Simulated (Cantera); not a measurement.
Charge: 1 mol C₂H₆, 0.73 mol CO₂, 15 mol H₂, equilibrated at 1923.15 K and 25.0 bar.

Equilibrium computed with Cantera from the NASA thermochemical tables; the gas is ideal and each condensed phase is pure. Candidate condensed phases: C, C₆H₆, C₇H₈, C₈H₁₈, H₂O; 110 gas species. The numbers say what is thermodynamically allowed, not how fast it happens.

Base state: H₂ 0.912, CO 0.0756, CH₄ 0.0109, C₂H₂ (acetylene) 0.000412, H₂O 0.000278, H 0.000180, C₂H₄ 9.91e-5, CH₃ 4.31e-5 (mole fractions); condensed: C(graphite).

What changes in the equilibrium state with this change: temperature from 1923.15 K to 1048 K?


```csv
species,before,after
H₂,0.912,0.736
CH₄,0.0109,0.170
H₂O,0.000278,0.0874
CO,0.0756,0.00547
C₂H₂ (acetylene),0.000412,<1e-9
H,0.000180,1.33e-9
CH₃,4.31e-5,5.46e-9
C₂H₄,9.91e-5,4.58e-7
"C(graphite), mol",1.04,0
```
